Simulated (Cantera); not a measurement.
Feed: 1 mol Pb, 58 mol N2, equilibrated at 1348.15 K.

These are equilibrium values from Cantera (NASA tables, ideal gas, pure condensed phases), not measurements of a reactor. Candidate condensed phases: Pb; 4 gas species. Kinetics and transport are ignored.

**Question.** Which condensed phases are stable at each of these points (P (Pa)): 10, 42, 180, 750, 3200, 13000, 56000, 240000, 1000000?

**Answer.** 
| P (Pa) | condensed phases | Pb condensed (%) |
|---|---|---|
| 10 | gas only | 0.0 |
| 42 | gas only | 0.0 |
| 180 | gas only | 0.0 |
| 750 | gas only | 0.0 |
| 3200 | gas only | 0.0 |
| 13000 | gas only | 0.0 |
| 56000 | Pb(l) | 50.0 |
| 240000 | Pb(l) | 88.4 |
| 1000000 | Pb(l) | 97.2 |

From 10.0 Pa to 13000 Pa nothing is condensed. From 56000 Pa to 1000000 Pa the condensed part is Pb(l).
